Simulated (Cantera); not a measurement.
Reactions in the system Cl-Cs-H-O

Source: NASA polynomial tables (part measured, part estimated), evaluated in Cantera. Values are per mole of reaction as written; species without (g) are pure solids or liquids, kept so even where they would boil at 1 bar.

H₂O₂(g) + 2 CsCl + 2 H(g) → 2 HCl(g) + 2 CsOH

| T (K) | ΔH° (kJ) | ΔS° (J/K) | ΔG° (kJ) | log10 K | condensed phases |
|---|---|---|---|---|---|
| 723 | -403.7 | -39.3 | -375.4 | 27.12 | CsCl(s), CsOH(l) |
| 773 | -411.3 | -49.5 | -373.1 | 25.21 | CsCl(s), CsOH(l) |
| 823 | -411.5 | -49.7 | -370.6 | 23.52 | CsCl(s), CsOH(l) |
| 873 | -411.7 | -49.9 | -368.1 | 22.03 | CsCl(s), CsOH(l) |
| 923 | -443.9 | -85.0 | -365.5 | 20.68 | CsCl(l), CsOH(l) |
| 973 | -445.5 | -86.7 | -361.2 | 19.39 | CsCl(l), CsOH(l) |
| 1023 | -447.1 | -88.3 | -356.8 | 18.22 | CsCl(l), CsOH(l) |

2 CsOH → H₂(g) + 2 Cs(g) + O₂(g)

```tsv
T (K)	ΔH° (kJ)	ΔS° (J/K)	ΔG° (kJ)	log10 K
723	939.0	395.6	653.0	-47.17
773	936.0	391.6	633.3	-42.79
823	933.1	388.0	613.8	-38.96
873	930.2	384.6	594.5	-35.57
923	927.4	381.4	575.3	-32.56
973	924.5	378.4	556.3	-29.87
1023	921.7	375.6	537.5	-27.44
```
